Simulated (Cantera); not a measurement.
Input: 1 mol V₂O₅, 930 mol H₂, 1.5 mol H₂O, held at 977 °C and 0.00133 bar.

Method: chemical equilibrium by Gibbs-energy minimisation in Cantera with the NASA 1993 tables (ideal gas, pure condensed phases). Candidate condensed phases: H₂O, V, VO, V₂O₃, V₂O₄, V₂O₅; 12 gas species. Condensed phases not in the tables: the oxides between V₂O₃ and V₂O₅ other than VO₂. Equilibrium is a limit: real reactors are often held back by kinetics, nucleation or transport.

**Question.** What is the equilibrium state?

**Answer.** x(H₂): 0.996
x(H₂O): 0.00376
x(H): 1.32e-5
n(V₂O₃(s)): 1.00 mol
gas amount: 931.5 mol
log10 activity of V(s) (absent): -4.02
log10 activity of V₂O₅(l) (absent): -13.85
